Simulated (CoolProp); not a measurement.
Vapour-liquid equilibrium of dimethyl ether (1) + n-hexane (2) at 0.386 MPa; x and y are mole fractions of (1).

The numbers come from the multi-fluid Helmholtz-energy mixture model, Wu 2011 and Thol 2019; pair parameters Bell 2016 in CoolProp.

| x | bubble temperature, mixture model (K) | bubble temperature, Raoult's law (K) | y, mixture model | y, Raoult's law |
|---|---|---|---|---|
| 0.05 | 372.4 | 371.8 | 0.374 | 0.415 |
| 0.2 | 333.0 | 337.1 | 0.820 | 0.820 |
| 0.35 | 313.6 | 318.4 | 0.922 | 0.923 |
| 0.5 | 302.9 | 306.4 | 0.957 | 0.963 |
| 0.65 | 296.0 | 297.7 | 0.975 | 0.982 |
| 0.8 | 290.7 | 291.1 | 0.986 | 0.992 |
| 0.95 | 285.8 | 285.7 | 0.997 | 0.999 |

The largest gap from Raoult's law is -4.8 K in bubble temperature, at x = 0.35. No azeotrope shows between x = 0.05 and 0.95.

The pair parameters rest on a limited set of measurements; away from them the model extrapolates. The gap from Raoult's law changes sign with composition, which may be real or a fault of the pair parameters; it wasn't checked against measurements.
